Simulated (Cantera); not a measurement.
Input (Python, Cantera) and output of one run.

```python
import numpy as np
import cantera as ct

gas_names = """
    Electron C C+ C- CH CH+ CH2 CH3 CH2OH CH3O CH4 CH3OH CO CO+ CO2 CO2+ COOH C2 C2+ C2- C2H CHCO,ketyl
    C2H2,acetylene C2H2,vinylidene CH2CO,ketene C2H3,vinyl CH3CO,acetyl C2H4 C2H4O,ethylen
    CH3CHO,ethanal CH3COOH (HCOOH)2 C2H5 C2H6 CH3OCH3 C2H5OH C2O C3 C3H3,propargyl C3H4,allene
    C3H4,propyne C3H4,cyclo- C3H5,allyl C3H6,propylene C3H6,cyclo- C3H6O C3H7,n-propyl C3H7,i-propyl
    C3H8 C3H8O,1propanol C3H8O,2propanol C3O2 C4 C4H2 C4H4,1,3-cyclo- C4H6,butadiene C4H6,2-butyne
    C4H6,cyclo- C4H8,1-butene C4H8,cis2-buten C4H8,tr2-butene C4H8,isobutene C4H8,cyclo- (CH3COOH)2
    C4H9,n-butyl C4H9,i-butyl C4H9,s-butyl C4H9,t-butyl C4H10,isobutane C4H10,n-butane C5 C5H6,1,3cyclo-
    C5H8,cyclo- C5H10,1-pentene C5H10,cyclo- C5H11,pentyl C5H11,t-pentyl C5H12,n-pentane C5H12,i-pentane
    CH3C(CH3)2CH3 C6H2 C6H5,phenyl C6H5O,phenoxy C6H6 C6H5OH,phenol C6H10,cyclo- C6H12,1-hexene
    C6H12,cyclo- C6H13,n-hexyl C7H7,benzyl C7H8 C7H8O,cresol C7H14,1-heptene C7H15,n-heptyl
    C7H16,n-heptane C8H8,styrene C8H10,ethylbenz C8H16,1-octene C8H17,n-octyl C8H18,isooctane
    C8H18,n-octane C9H19,n-nonyl C10H8,naphthale C10H21,n-decyl C12H9,o-bipheny C12H10,bipheny H H+ H-
    HCO HCO+ HO2 H2 H2+ H2- HCHO,formaldehy HCOOH H2O H2O+ H2O2 H3O+ O O+ O- OH OH+ OH- O2 O2+ O2- O3
""".split()
cond_names = """
    C(gr) C6H6(L) C7H8(L) C8H18(L),n-octa H2O(s) H2O(L)
""".split()


def load(file, names, dense=False):
    # The tables refer to 1 bar. Condensed volumes are neglected.
    table = {s.name: s for s in ct.Species.list_from_file(file)}
    out = []
    for n in names:
        d = dict(table[n].input_data)
        d["thermo"] = dict(d["thermo"], **{"reference-pressure": 1e5})
        if dense:
            d["equation-of-state"] = {"model": "constant-volume", "density": "1e6 g/cm^3"}
        out.append(ct.Species.from_dict(d))
    return out


gas = ct.Solution(thermo="ideal-gas", species=load("nasa_gas.yaml", gas_names))
cond = {s.name: ct.Solution(thermo="fixed-stoichiometry", species=[s], name=s.name)
        for s in load("nasa_condensed.yaml", cond_names, dense=True)}
atoms = {
    'CH3OH': {'C': 1, 'H': 4, 'O': 1},
    'O2': {'O': 2},
    'H2': {'H': 2},
}
top_T = {'C(gr)': 4500}  # K; cautious upper limits of use, not melting points


def equilibrate(T, P, feed):
    n = {}
    for name, mol in feed.items():
        for a, k in atoms[name].items():
            n[a] = n.get(a, 0.0) + k * mol
    gas.TPX = T, P, n
    mass = sum(n.values()) * gas.mean_molecular_weight
    gas.equilibrate("TP")
    valid = [c for c in cond.values() if c.min_temp <= T <= top_T.get(c.name, c.max_temp)]
    mix = ct.Mixture([(gas, mass / gas.mean_molecular_weight)] + [(c, 0.0) for c in valid])
    mix.T, mix.P = T, P
    mix.equilibrate("TP", solver="vcs", rtol=1e-11, max_steps=5000)
    return mix


results = []
feed = {'CH3OH': 1, 'O2': 0.13, 'H2': 0.65}  # mol
P = 10000  # Pa
for T in [2500, 2750, 3000, 3250, 3500, 3750, 4000, 4250, 4500, 4750, 5000]:
    mix = equilibrate(T, P, feed)
    results.append((T, P, feed, dict(zip(mix.species_names, mix.species_moles))))

top = {s: max(r[3][s] / sum(r[3][g] for g in gas_names) for r in results) for s in gas_names}
cols = sorted((s for s in top if top[s] > 0.0001), key=lambda s: -top[s])[:9]
seen = [c for c in cond_names if any(r[3].get(c, 0) > 1e-12 for r in results)]
print("log10 of partial pressures in bar; condensed amounts in mol")
print(f"{'T/K':>10s}" + "".join(f"{s[:9]:>10s}" for s in cols + seen))
for T, P, feed, n in results:
    ng = sum(n[g] for g in gas_names)
    print(f"{T:10.4g}" + "".join(f"{np.log10(max(n[s] / ng * P / 1e5, 1e-99)):10.3f}" for s in cols)
          + "".join(f"{n.get(c, 0):10.4g}" for c in seen))
```

It prints:

```
log10 of partial pressures in bar; condensed amounts in mol
       T/K         H        H2        CO       H2O         O        OH       CO2         C        O2
      2500    -2.208    -1.216    -1.584    -2.200    -5.048    -3.875    -3.359   -11.993    -6.418
      2750    -1.803    -1.276    -1.606    -2.251    -4.074    -3.348    -3.416   -10.912    -5.443
      3000    -1.500    -1.398    -1.648    -2.396    -3.293    -2.978    -3.516   -10.001    -4.694
      3250    -1.297    -1.606    -1.707    -2.758    -2.765    -2.850    -3.755    -9.119    -4.325
      3500    -1.182    -1.907    -1.761    -3.399    -2.521    -3.011    -4.171    -8.156    -4.428
      3750    -1.130    -2.262    -1.792    -4.181    -2.442    -3.330    -4.647    -7.172    -4.781
      4000    -1.108    -2.622    -1.806    -4.960    -2.417    -3.680    -5.094    -6.252    -5.180
      4250    -1.100    -2.960    -1.812    -5.682    -2.408    -4.012    -5.494    -5.421    -5.557
      4500    -1.096    -3.270    -1.815    -6.334    -2.403    -4.315    -5.850    -4.675    -5.898
      4750    -1.095    -3.551    -1.819    -6.917    -2.394    -4.583    -6.163    -4.013    -6.194
      5000    -1.095    -3.807    -1.828    -7.427    -2.366    -4.808    -6.432    -3.441    -6.423
```

Method: chemical equilibrium by Gibbs-energy minimisation in Cantera with the NASA 1993 tables (ideal gas, pure condensed phases).
